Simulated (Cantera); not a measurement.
## Equilibrium for silicon nitride deposition: SiF₄ + NH₃ + N₂

A closed system holds: 1 mol SiF₄, a varied amount of NH₃, 33 mol N₂, equilibrated at 7.50 Torr.

Equilibrium computed with Cantera from the NASA thermochemical tables; the gas is ideal and each condensed phase is pure. Candidate condensed phases: Si, Si₃N₄; 37 gas species. The tables' values for SiF₂, SiF₃ are old estimates. Equilibrium is a limit: real reactors are often held back by kinetics, nucleation or transport.

Task: Map the stable condensed phases over T = 1248, 1298, 1348, 1398, 1448, 1498, 1548, 1598, 1648, 1698, 1748, 1798, 1848, 1898 K and n(NH₃) in mol = 0.41, 0.65, 1, 1.6, 2.6, 4.1, 6.5, 10.

Result: 
```
T in K \ n(NH₃) in mol
         0.41 0.65    1  1.6  2.6  4.1  6.5   10
   1898     A    A    A    A    A    A    A    A
   1848     A    A    A    A    A    A    A    A
   1798     A    A    A    A    A    A    A    A
   1748     A    A    A    A    A    A    A    A
   1698     A    A    A    A    A    A    A    A
   1648     A    A    A    A    A    A    A    A
   1598     A    A    A    A    A    A    A    A
   1548     A    A    A    A    A    A    A    A
   1498     A    A    A    A    A    A    A    A
   1448     A    A    A    A    A    A    A    A
   1398     A    A    A    A    A    A    B    B
   1348     A    A    A    A    B    B    B    B
   1298     A    A    B    B    B    B    B    B
   1248     B    B    B    B    B    B    B    B
```
A: gas only; B: Si₃N₄.
